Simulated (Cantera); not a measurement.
What does this Cantera script print?

```python
import numpy as np
import cantera as ct

gas_names = [...]  # 47 gases of nasa_gas.yaml made of Cl, H, N, O, Si
cond_names = """
    H2O(s) H2O(L) NH4CL(a) NH4CL(b) Si(cr) Si(L) SiO2(Lqz) SiO2(hqz) SiO2(L) Si2N2O(s) Si3N4(a)
""".split()


# ... load() reads the species with a 1 bar reference pressure and builds the phases ...
atoms = {
    'SiCl4': {'Si': 1, 'CL': 4},
    'N2O': {'N': 2, 'O': 1},
    'H2': {'H': 2},
}
top_T = {'Si2N2O(s)': 2100, 'Si3N4(a)': 2400}  # K; cautious upper limits of use, not melting points


# ... equilibrate(T, P, feed) seeds the gas with the atoms and calls Mixture.equilibrate('TP', solver="vcs", rtol=1e-11, max_steps=5000) ...
results = []
feed = {'SiCl4': 1, 'N2O': 0.54, 'H2': 4.9}  # mol
T = 1048.15  # K
P = 8500  # Pa
mix = equilibrate(T, P, feed)
results.append((T, P, feed, dict(zip(mix.species_names, mix.species_moles))))
x = sorted(zip(gas.X, gas.species_names), reverse=True)
print(f"T = {T:g} K  P = {P:g} Pa  gas = {mix.phase_moles(0):.4g} mol")
print("   x: " + "  ".join(f"{s} {v:.3e}" for v, s in x if v > 1e-06))
print("   condensed (mol): " + ("  ".join(f"{mix.phase(i).name} {mix.phase_moles(i):.4g}"
      for i in range(1, mix.n_phases) if mix.phase_moles(i) > 1e-12) or "none"))
```

Output:

```
T = 1048.15 K  P = 8500 Pa  gas = 6.95 mol
   x: HCL 5.693e-01  H2 4.204e-01  N2 8.717e-03  SiCL4 1.555e-03  SiHCL3 1.176e-05  H2O 7.173e-06  SiCL3 1.952e-06
   condensed (mol): SiO2(hqz) 0.03027  Si2N2O(s) 0.4794
```

Equilibrium computed with Cantera from the NASA thermochemical tables; the gas is ideal and each condensed phase is pure. Mutual solubility and eutectic melting of coexisting phases are not modelled.
